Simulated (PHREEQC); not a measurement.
Dissolve 0.093 mol/kgw NaHSO4 at 25 °C. Closed to the air; pH follows from the charge balance.

Model: ion-association model, wateq4f.dat, run in PHREEQC.

```json
{
 "pH": "1.47",
 "ionic_strength": "0.167 mol/kgw",
 "total_alkalinity": "-93.0 meq/kg"
}
```

```tsv
species	molality	activity	log γ
Na+	0.0880	0.0663	-0.123
HSO4-	0.0510	0.0378	-0.130
H+	0.0420	0.0338	-0.094
SO4-2	0.0369	0.0115	-0.505
NaSO4-	0.00505	0.00383	-0.121
```

Precipitation was switched off in this run. Complexes and solids missing from the database can't appear.
